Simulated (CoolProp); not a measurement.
A single-stage vapour-compression cycle with the fluid: evaporating at 271.15 K (dew point), condensing at 320.15 K (bubble point), superheat 8 K, subcooling 8 K, compressor efficiency 0.75, no pressure losses. The same conditions are run with several fluids, on thermodynamics alone (safety and materials aside).

Computed with CoolProp (reference Helmholtz-energy equation of state of each fluid (c-C4F8 (RC318): Platzer 1990; R245fa: Akasaka 2015; hydrogen sulfide: Lemmon 2006; R134a: Tillner-Roth 1994; R245ca: Zhou 2016; R113: Marx 1992)). The equations of Platzer and Polt are older, rougher fits.

Q: Rank c-C4F8 (RC318), R245fa, hydrogen sulfide, R134a, R245ca, R113 by cooling COP, highest first.

A: R113 (3.68), R245ca (3.62), R245fa (3.60), R134a (3.44), hydrogen sulfide (3.31), c-C4F8 (RC318) (3.25)

```json
[
 {"fluid": "c-C4F8 (RC318)", "pressure ratio": "5.02", "discharge temperature (K)": "320.1", "refrigerating effect (kJ/kg)": "76.3", "volumetric capacity (kJ/m³)": "819"},
 {"fluid": "R245fa", "pressure ratio": "6.46", "discharge temperature (K)": "334.7", "refrigerating effect (kJ/kg)": "159", "volumetric capacity (kJ/m³)": "456"},
 {"fluid": "hydrogen sulfide", "pressure ratio": "3.43", "discharge temperature (K)": "405.0", "refrigerating effect (kJ/kg)": "386", "volumetric capacity (kJ/m³)": "6120"},
 {"fluid": "R134a", "pressure ratio": "4.49", "discharge temperature (K)": "342.8", "refrigerating effect (kJ/kg)": "150", "volumetric capacity (kJ/m³)": "1930"},
 {"fluid": "R245ca", "pressure ratio": "7.07", "discharge temperature (K)": "334.4", "refrigerating effect (kJ/kg)": "170", "volumetric capacity (kJ/m³)": "308"},
 {"fluid": "R113", "pressure ratio": "7.29", "discharge temperature (K)": "333.7", "refrigerating effect (kJ/kg)": "127", "volumetric capacity (kJ/m³)": "141"}
]
```

The compression ends wet for: c-C4F8 (RC318).
